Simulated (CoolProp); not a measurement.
Vapour-liquid equilibrium of isobutane (1) + n-butane (2) at 97.55 °C; x and y are mole fractions of (1).

Computed with CoolProp (multi-fluid Helmholtz-energy mixture model, Bücker 2006 and Bücker 2006; pair parameters Kunz 2012).

```json
[
 {"x": "0.05", "bubble pressure (kPa)": "1475", "y at the bubble point": "0.059", "dew pressure at overall composition x (kPa)": "1472", "liquid density (mol/L)": "8.086"},
 {"x": "0.2", "bubble pressure (kPa)": "1537", "y at the bubble point": "0.229", "dew pressure at overall composition x (kPa)": "1526", "liquid density (mol/L)": "8.002"},
 {"x": "0.35", "bubble pressure (kPa)": "1600", "y at the bubble point": "0.390", "dew pressure at overall composition x (kPa)": "1584", "liquid density (mol/L)": "7.914"},
 {"x": "0.5", "bubble pressure (kPa)": "1665", "y at the bubble point": "0.542", "dew pressure at overall composition x (kPa)": "1647", "liquid density (mol/L)": "7.823"},
 {"x": "0.65", "bubble pressure (kPa)": "1732", "y at the bubble point": "0.687", "dew pressure at overall composition x (kPa)": "1715", "liquid density (mol/L)": "7.728"},
 {"x": "0.8", "bubble pressure (kPa)": "1801", "y at the bubble point": "0.825", "dew pressure at overall composition x (kPa)": "1788", "liquid density (mol/L)": "7.628"},
 {"x": "0.95", "bubble pressure (kPa)": "1873", "y at the bubble point": "0.957", "dew pressure at overall composition x (kPa)": "1869", "liquid density (mol/L)": "7.524"}
]
```

No azeotrope shows between x = 0.05 and 0.95.

The pair parameters rest on a limited set of measurements; away from them the model extrapolates.
